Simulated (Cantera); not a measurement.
Thermodynamics of abatement and gas-phase synthesis, feed HBr + H2 + N2

Feed: 1 mol HBr, 4.9 mol H2, 34 mol N2, at 1 atm.

Equilibrium computed with Cantera from the NASA thermochemical tables; the gas is ideal and each condensed phase is pure. Candidate condensed phases: Br2; 12 gas species. The numbers say what is thermodynamically allowed, not how fast it happens.

```csv
T (K),x N2,x H2,x HBr,x Br,x H,x Br2,x NH3
1775,0.852,0.123,0.0242,0.000827,0.000101,6.47e-7,1.24e-6
1825,0.852,0.123,0.0240,0.00109,0.000154,7.75e-7,1.12e-6
1875,0.851,0.123,0.0236,0.00141,0.000229,9.13e-7,1.02e-6
1925,0.851,0.123,0.0232,0.00180,0.000334,1.06e-6,9.28e-7
1975,0.851,0.124,0.0228,0.00225,0.000478,1.21e-6,8.51e-7
2025,0.851,0.124,0.0222,0.00278,0.000672,1.36e-6,7.83e-7
2075,0.850,0.124,0.0216,0.00338,0.000931,1.50e-6,7.24e-7
2125,0.850,0.124,0.0209,0.00405,0.00127,1.63e-6,6.72e-7
2175,0.849,0.124,0.0202,0.00478,0.00171,1.75e-6,6.26e-7
2225,0.849,0.124,0.0194,0.00558,0.00227,1.85e-6,5.85e-7
```
x: gas mole fraction; nothing condenses.

From 1775 K to 2225 K nothing is condensed.
